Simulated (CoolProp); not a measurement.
Properties of dry air along the isotherm -131.25 °C.

Computed with CoolProp (reference Helmholtz-energy equation of state, Lemmon 2000). It is a pseudo-pure fit of the blend.

```csv
p (MPa),phase,Z,cp (kJ/(kg K)),cv (kJ/(kg K)),speed of sound (m/s),expansivity (1/kK)
1.35,gas,0.8957,1.205,0.7582,227.0,9.854
2.7,gas,0.7715,1.616,0.8155,214.0,15.63
4.06,supercritical,0.6079,2.907,0.9101,201.0,33.35
5.41,supercritical,0.3942,6.969,1.017,210.2,80.64
6.76,supercritical,0.3577,4.068,0.9352,285.6,34.32
8.11,supercritical,0.3857,3.094,0.9053,344.0,21.11
9.46,supercritical,0.4235,2.683,0.8933,387.7,15.88
10.8,supercritical,0.4636,2.455,0.8875,422.9,13.07
12.2,supercritical,0.5065,2.300,0.8847,454.2,11.21
13.5,supercritical,0.5464,2.198,0.8835,479.8,10.01
14.9,supercritical,0.5894,2.115,0.8834,504.6,9.037
16.2,supercritical,0.6291,2.055,0.8838,525.6,8.334
17.6,supercritical,0.6716,2.002,0.8848,546.5,7.724
18.9,supercritical,0.7108,1.961,0.8859,564.6,7.256
```

The peak of cp marks the crossing from liquid-like to gas-like fluid above the critical point.
